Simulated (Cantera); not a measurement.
A perfectly stirred reactor is fed with CH₄ : O₂ : N₂ = 1 : 1.43 : 5.37 (molar parts), equivalence ratio 1.4, at 0.207 atm; it is adiabatic with a 650 K inlet, and is followed from long to short residence time, starting on the burning branch (τ in s: 0.053, 0.016, 0.0046, 0.0014, 0.00041, 0.00012, 3.6e-05, 1.1e-05, 3.1e-06).

Detailed kinetics in Cantera: GRI-Mech 3.0 (53 species, 325 reactions).

x: mole fraction; the columns are a selection and need not sum to one.

```tsv
τ (s)	T (K)	x CH₄	x O₂	x H₂O₂	x CO₂	x CO
0.053	2164	2.37e-5	0.000466	…	0.0430	0.0756
0.016	2144	5.76e-5	0.000841	…	0.0429	0.0755
0.0046	2123	0.000171	0.00166	…	0.0422	0.0758
0.0014	2093	0.000550	0.00388	…	0.0398	0.0771
0.00041	1998	0.00240	0.0130	…	0.0312	0.0815
0.00012	650	0.128	0.183	<1e-12	<1e-12	<1e-12
3.6e-5	650	0.128	0.183	<1e-12	<1e-12	<1e-12
1.1e-5	650	0.128	0.183	<1e-12	<1e-12	<1e-12
3.1e-6	650	0.128	0.183	<1e-12	<1e-12	<1e-12
```

Question: Some entries are withheld; supply them.

Answer: 
- 0.053, x H₂O₂: 8.14e-9
- 0.016, x H₂O₂: 1.12e-8
- 0.0046, x H₂O₂: 1.55e-8
- 0.0014, x H₂O₂: 2.78e-8
- 0.00041, x H₂O₂: 1.31e-7
